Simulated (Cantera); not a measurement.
Charge: 1 mol Al, 0.96 mol N2O, 6.2 mol N2, at 450 °C and 593 Torr.

Method: chemical equilibrium by Gibbs-energy minimisation in Cantera with the NASA 1993 tables (ideal gas, pure condensed phases). Candidate condensed phases: Al, AlN, Al2O3; 16 gas species. Equilibrium is a limit: real reactors are often held back by kinetics, nucleation or transport.

Base state: N2 1.00 (mole fractions); condensed: AlN(s) + Al2O3(s).

**Question.** What changes in the equilibrium state with this change: 0.017 mol CH4 added?

**Answer.** 
```json
[
 {"species": "N2", "before": "1.00", "after": "0.995"},
 {"species": "H2", "before": "0", "after": "0.00466"},
 {"species": "CH4", "before": "0", "after": "9.14e-5"},
 {"species": "AlN(s), mol", "before": "0.360", "after": "0.360"},
 {"species": "Al2O3(s), mol", "before": "0.320", "after": "0.320"},
 {"species": "C(graphite), mol", "before": "0", "after": "0.0164"}
]
```
Further candidate phases: C, C6H6, C7H8, C8H18, H2O.
